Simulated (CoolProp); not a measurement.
Vapour-liquid equilibrium of CH2F2 (R32) (1) + dimethyl ether (2) at 0.812 MPa; x and y are mole fractions of (1).

Computed with CoolProp (multi-fluid Helmholtz-energy mixture model, Tillner-Roth 1997 and Wu 2011; pair parameters Bell 2016).

```csv
x,"bubble temperature, mixture model (°C)","bubble temperature, Raoult's law (°C)","y, mixture model","y, Raoult's law"
0.05,33.9,33.3,0.103,0.129
0.125,30.1,28.9,0.245,0.289
0.2,26.4,25.1,0.369,0.417
0.275,22.9,21.6,0.477,0.522
0.35,19.6,18.5,0.570,0.610
0.425,16.5,15.7,0.650,0.684
0.5,13.7,13.1,0.718,0.746
0.575,11.1,10.7,0.776,0.800
0.65,8.8,8.5,0.826,0.847
0.725,6.6,6.4,0.870,0.888
0.8,4.6,4.5,0.910,0.923
0.875,2.8,2.7,0.945,0.955
0.95,1.1,1.0,0.979,0.983
```

The largest gap from Raoult's law is +1.3 K in bubble temperature, at x = 0.2. No azeotrope shows between x = 0.05 and 0.95.

Pair parameters are fitted to limited data, so mixtures are less certain than the pure fluids.
